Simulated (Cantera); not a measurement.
Mixture: CH4 : O2 : N2 = 1 : 4.65 : 17.5 (molar parts), equivalence ratio 0.43, at 760 Torr, adiabatic and at constant volume. Ignition delay is the time to a rise of 400 K.

Detailed kinetics in Cantera: GRI-Mech 3.0 (53 species, 325 reactions).

Question: What does this change do: pressure from 760 Torr to 7500 Torr?

Answer: 
```json
[
 {"quantity": "delay at 1248 K", "before": "14.5 ms", "after": "1.81 ms"},
 {"quantity": "delay at 1323 K", "before": "5.55 ms", "after": "0.769 ms"},
 {"quantity": "delay at 1398 K", "before": "2.34 ms", "after": "0.351 ms"},
 {"quantity": "delay at 1473 K", "before": "1.10 ms", "after": "0.170 ms"},
 {"quantity": "delay at 1548 K", "before": "0.568 ms", "after": "87.9 µs"},
 {"quantity": "delay at 1623 K", "before": "0.319 ms", "after": "47.9 µs"},
 {"quantity": "apparent activation energy between 1473 and 1623 K", "before": "160 kJ/mol", "after": "170 kJ/mol"}
]
```
